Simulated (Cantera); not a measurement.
Moist CO burnout

An isothermal, constant-pressure homogeneous reactor starts with CO : O2 : H2O : N2 = 0.0022 : 0.042 : 0.022 : 1.4 (molar parts), at 1400 K and 3750 Torr.

Computed with Cantera and GRI-Mech 3.0 (53 species, 325 reactions).

```csv
t (s),x CO,x O2,x H2O,x NO,x H2O2,x O,x H2
0.000400,0.00149,0.0286,0.0150,3.40e-12,7.30e-9,2.64e-6,7.40e-7
0.00113,0.000765,0.0283,0.0150,4.03e-9,9.96e-8,2.36e-5,1.01e-5
0.00321,0.000162,0.0280,0.0150,1.46e-8,3.21e-8,5.49e-6,2.26e-6
0.00907,1.99e-5,0.0279,0.0150,2.21e-8,7.10e-9,9.36e-7,3.39e-7
0.0257,1.48e-6,0.0279,0.0150,2.55e-8,1.54e-9,1.81e-7,5.16e-8
0.0727,3.27e-8,0.0279,0.0150,2.68e-8,6.83e-10,7.78e-8,1.98e-8
0.206,3.97e-9,0.0279,0.0150,2.73e-8,6.28e-10,7.12e-8,1.83e-8
0.583,3.97e-9,0.0279,0.0150,2.85e-8,6.27e-10,7.12e-8,1.83e-8
1.65,3.97e-9,0.0279,0.0150,3.17e-8,6.27e-10,7.12e-8,1.83e-8
4.67,3.97e-9,0.0279,0.0150,4.08e-8,6.27e-10,7.12e-8,1.83e-8
13.2,3.97e-9,0.0279,0.0150,6.67e-8,6.27e-10,7.12e-8,1.83e-8
37.4,3.97e-9,0.0279,0.0150,1.40e-7,6.27e-10,7.12e-8,1.83e-8
106,3.97e-9,0.0279,0.0150,3.47e-7,6.27e-10,7.12e-8,1.83e-8
300,3.97e-9,0.0279,0.0150,9.33e-7,6.27e-10,7.12e-8,1.83e-8
```
x: mole fraction; the columns are a selection and need not sum to one.

Equilibrium at this temperature and pressure: CO 3.98e-9, O2 0.0278, H2O 0.0150, NO 0.000292, H2O2 6.26e-10, O 7.10e-8, H2 1.83e-8 (gas phase only).
